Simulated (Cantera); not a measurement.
A perfectly stirred reactor is fed with CH₃OH : O₂ : N₂ = 1 : 1.85 : 6.96 (molar parts), at 1200 Torr; it is adiabatic with a 525 K inlet, and is followed from long to short residence time, starting on the burning branch (τ in s: 0.48, 0.2, 0.086, 0.036, 0.015, 0.0065, 0.0027, 0.0011, 0.00048, 0.0002, 8.6e-05).

Detailed kinetics in Cantera: GRI-Mech 3.0 (53 species, 325 reactions). GRI-Mech 3.0 was tuned for natural gas; its chemistry of methanol as a main component is partial and can be far from experiment.

Q: Predict: blow-out, bracketed by the residence times tried; x(CH₃OH) at τ = 0.480 s; x(O₂) at τ = 0.480 s; x(H₂O) at τ = 0.480 s; x(CO) at τ = 0.480 s; x(CH₃OH) at τ = 6.50 ms; x(O₂) at τ = 6.50 ms; x(H₂O) at τ = 6.50 ms; x(CO) at τ = 6.50 ms.

A: 
```
Item                                                                               Value
------------------------------------------------  --------------------------------------
blow-out, bracketed by the residence times tried  burning at 86.0 µs, the shortest tried
x(CH₃OH) at τ = 0.480 s                                                          1.59e-7
x(O₂) at τ = 0.480 s                                                              0.0329
x(H₂O) at τ = 0.480 s                                                              0.191
x(CO) at τ = 0.480 s                                                             0.00232
x(CH₃OH) at τ = 6.50 ms                                                          6.85e-6
x(O₂) at τ = 6.50 ms                                                              0.0359
x(H₂O) at τ = 6.50 ms                                                              0.187
x(CO) at τ = 6.50 ms                                                             0.00588
```
